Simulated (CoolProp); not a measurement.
Nitrous oxide at several states: Z from the reference equation and from simpler models built on Tc = 36.4 °C, pc = 7.245 MPa, ω = 0.161; each cubic takes its own stable root.

Computed with CoolProp (reference Helmholtz-energy equation of state, Lemmon 2006). It is a short technical equation, of lower accuracy than the large ones.

| T (°C) | p (MPa) | phase | reference | van der Waals | Redlich-Kwong | Soave-Redlich-Kwong |
|---|---|---|---|---|---|---|
| 128.85 | 41.2 | supercritical | ? | ? | 0.8136 | ? |
| 159.75 | 2.1 | gas | 0.9680 | ? | 0.9644 | ? |
| -42.05 | 9.52 | liquid | 0.1974 | 0.3061 | ? | ? |

Problem. Complete the blanks.

Solution. 
- 128.85, reference: 0.7885
- 128.85, van der Waals: 0.9208
- 128.85, Soave-Redlich-Kwong: 0.8554
- 159.75, van der Waals: 0.9627
- 159.75, Soave-Redlich-Kwong: 0.9707
- -42.05, Redlich-Kwong: 0.2167
- -42.05, Soave-Redlich-Kwong: 0.2123
